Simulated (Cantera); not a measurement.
An adiabatic, constant-volume homogeneous reactor starts with H2 : O2 : N2 : H2O = 1 : 0.676 : 2.54 : 0.3 (molar parts), at 1623 K and 0.380 bar. Integrator tolerance rtol = 1e-08.

Computed with Cantera and GRI-Mech 3.0 (53 species, 325 reactions).

```csv
quantity,before,after
time of steepest temperature rise,25.1 µs,9.77 µs
temperature at 6.00 s,2753 K,2837 K
equilibrium temperature,2753 K,2837 K
x(H2) at 6.00 s,0.0301 (gas-phase equilibrium 0.0301),0.0266 (gas-phase equilibrium 0.0266)
x(O2) at 6.00 s,0.0397 (gas-phase equilibrium 0.0397),0.0380 (gas-phase equilibrium 0.0380)
x(H2O) at 6.00 s,0.255 (gas-phase equilibrium 0.255),0.263 (gas-phase equilibrium 0.263)
x(OH) at 6.00 s,0.0355 (gas-phase equilibrium 0.0355),0.0342 (gas-phase equilibrium 0.0342)
x(NO) at 6.00 s,0.0131 (gas-phase equilibrium 0.0131),0.0144 (gas-phase equilibrium 0.0144)
x(H) at 6.00 s,0.0156 (gas-phase equilibrium 0.0156),0.0119 (gas-phase equilibrium 0.0119)
x(N2O) at 6.00 s,4.94e-7 (gas-phase equilibrium 4.94e-7),9.05e-7 (gas-phase equilibrium 9.05e-7)
```

**Question.** Which change was made?
A) H2O 0.3 to 0.17 parts
B) pressure from 0.380 bar to 1.01 bar
C) pressure from 0.380 bar to 10.0 bar
D) constant pressure in place of constant volume

**Answer.** B, pressure from 0.380 bar to 1.01 bar
